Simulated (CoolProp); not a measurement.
Vapour-liquid equilibrium of R22 (1) + R123 (2) at 243.9 K; x and y are mole fractions of (1).

Computed with CoolProp (multi-fluid Helmholtz-energy mixture model, Kamei 1995 and Younglove 1994; pair parameters Bell 2016).

Question: Give the bubble pressure and the first vapour's composition at x = 0.5, 0.575, 0.875. Is there an azeotrope?

Answer: x = 0.5: 90.76 kPa, y = 0.959; x = 0.575: 102.8 kPa, y = 0.969; x = 0.875: 148.9 kPa, y = 0.993. No azeotrope shows between x = 0.05 and 0.95.

The pair parameters rest on a limited set of measurements; away from them the model extrapolates. The gap from Raoult's law changes sign with composition, which may be real or a fault of the pair parameters; it wasn't checked against measurements.
